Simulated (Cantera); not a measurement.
Charge: 1 mol acetone, 37 mol H₂, at 133 Pa.

Equilibrium computed with Cantera from the NASA thermochemical tables; the gas is ideal and each condensed phase is pure. Candidate condensed phases: C, C₆H₆, C₇H₈, C₈H₁₈, H₂O; 131 gas species. Ions and electrons are included (thermal ionisation). The feed counts by its element totals alone. Kinetics and transport are ignored.

Task: What share of the C ends up in condensed phases as a function of T (°C), at 1727, 2227, 2727, 3227, 3727, 4227, 4727?

Result: 
| T (°C) | C condensed (%) | as |
|---|---|---|
| 1727 | 64.7 | C(graphite) |
| 2227 | 43.5 | C(graphite) |
| 2727 | 0.0 | - |
| 3227 | 0.0 | - |
| 3727 | 0.0 | - |
| 4227 | 0.0 | - |
| 4727 | 0.0 | - |
